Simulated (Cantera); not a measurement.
Feed: 1 mol PbO, 12 mol H2, 2 mol N2, equilibrated at 1848.15 K and 55.0 Pa.

These are equilibrium values from Cantera (NASA tables, ideal gas, pure condensed phases), not measurements of a reactor. Candidate condensed phases: H2O, Pb, PbO, PbO2, Pb3O4; 27 gas species. The numbers say what is thermodynamically allowed, not how fast it happens.

Base state: H2 0.717, N2 0.132, Pb 0.0660, H2O 0.0659, H 0.0192, OH 0.000130, PbO 1.50e-5 (mole fractions); condensed: gas only.

### Question
What changes in the equilibrium state with this change: temperature from 1848.15 K to 873.15 K?

### Answer
| species | before | after |
|---|---|---|
| H2 | 0.717 | 0.785 |
| N2 | 0.132 | 0.143 |
| H2O | 0.0659 | 0.0713 |
| Pb | 0.0660 | 0.00116 |
| H | 0.0192 | 1.78e-9 |
| OH | 0.000130 | <1e-9 |
| PbO | 1.50e-5 | <1e-9 |
| Pb(l), mol | 0 | 0.984 |
